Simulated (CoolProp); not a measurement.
Vapour-liquid equilibrium of isobutene (1) + acetone (2) at 377.5 K; x and y are mole fractions of (1).

Values from CoolProp's multi-fluid Helmholtz-energy mixture model, Lemmon 2005 and Lemmon 2006; pair parameters Bell 2016.

| x | bubble pressure, mixture model (kPa) | bubble pressure, Raoult's law (kPa) | y, mixture model | y, Raoult's law |
|---|---|---|---|---|
| 0.05 | 555.2 | 494.3 | ? | 0.201 |
| 0.2 | 922.6 | 730.1 | 0.582 | 0.544 |
| 0.35 | 1205 | 965.9 | ? | 0.720 |
| 0.5 | 1421 | 1202 | ? | 0.827 |
| 0.65 | 1600 | 1438 | 0.832 | 0.899 |
| 0.8 | 1768 | 1673 | 0.891 | 0.950 |
| 0.95 | 1935 | 1909 | 0.968 | 0.989 |

### Question
Some entries are withheld; supply them.

### Answer

- 0.05, y, mixture model: 0.260
- 0.35, y, mixture model: 0.705
- 0.5, y, mixture model: 0.776

The largest gap from Raoult's law is +26.4 % in bubble pressure, at x = 0.2. No azeotrope shows between x = 0.05 and 0.95.

Pair parameters are fitted to limited data, so mixtures are less certain than the pure fluids.
